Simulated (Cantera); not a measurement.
An isothermal, constant-pressure homogeneous reactor starts with CH₄ : N₂ = 1 : 70 (molar parts), at 1948 K and 120 Torr. Integrator tolerance rtol = 1e-08.

Cantera simulation using GRI-Mech 3.0 (53 species, 325 reactions); the numbers are that mechanism's predictions, not measurements. GRI-Mech 3.0 stops at C3 and has no aromatics, soot or wall deposition, so with more carbon than oxygen in the feed, carbon stays in small species such as C2H2 where larger ones or solid carbon would form.

### Question
What does this change do: temperature 1948 to 1100 K?

### Answer
```json
[
 {"quantity": "x(CH₄) at 10.0 s", "before": "1.49e-7 (gas-phase equilibrium 1.98e-7)", "after": "0.0141 (gas-phase equilibrium 0.00300)"},
 {"quantity": "x(C₂H) at 10.0 s", "before": "2.12e-6 (gas-phase equilibrium 1.22e-7)", "after": "<1e-12 (gas-phase equilibrium <1e-12)"},
 {"quantity": "x(CH₃) at 10.0 s", "before": "5.85e-8 (gas-phase equilibrium 7.77e-8)", "after": "3.77e-8 (gas-phase equilibrium 2.80e-8)"},
 {"quantity": "x(H₂) at 10.0 s", "before": "0.0206 (gas-phase equilibrium 0.0206)", "after": "8.24e-8 (gas-phase equilibrium 0.0162)"},
 {"quantity": "x(C₂H₄) at 10.0 s", "before": "2.05e-7 (gas-phase equilibrium 1.18e-8)", "after": "2.08e-9 (gas-phase equilibrium 0.000150)"},
 {"quantity": "x(H) at 10.0 s", "before": "0.000409 (gas-phase equilibrium 0.000409)", "after": "<1e-12 (gas-phase equilibrium 8.29e-9)"}
]
```

### Question
What does this change do: temperature 1948 to 1473 K?

### Answer
```json
[
 {"quantity": "x(CH₄) at 10.0 s", "before": "1.49e-7 (gas-phase equilibrium 1.98e-7)", "after": "0.00360 (gas-phase equilibrium 1.44e-5)"},
 {"quantity": "x(C₂H) at 10.0 s", "before": "2.12e-6 (gas-phase equilibrium 1.22e-7)", "after": "1.58e-9 (gas-phase equilibrium 2.43e-10)"},
 {"quantity": "x(CH₃) at 10.0 s", "before": "5.85e-8 (gas-phase equilibrium 7.77e-8)", "after": "1.40e-5 (gas-phase equilibrium 6.41e-8)"},
 {"quantity": "x(H₂) at 10.0 s", "before": "0.0206 (gas-phase equilibrium 0.0206)", "after": "0.0155 (gas-phase equilibrium 0.0208)"},
 {"quantity": "x(C₂H₄) at 10.0 s", "before": "2.05e-7 (gas-phase equilibrium 1.18e-8)", "after": "1.84e-5 (gas-phase equilibrium 8.56e-7)"},
 {"quantity": "x(H) at 10.0 s", "before": "0.000409 (gas-phase equilibrium 0.000409)", "after": "3.00e-6 (gas-phase equilibrium 4.59e-6)"}
]
```
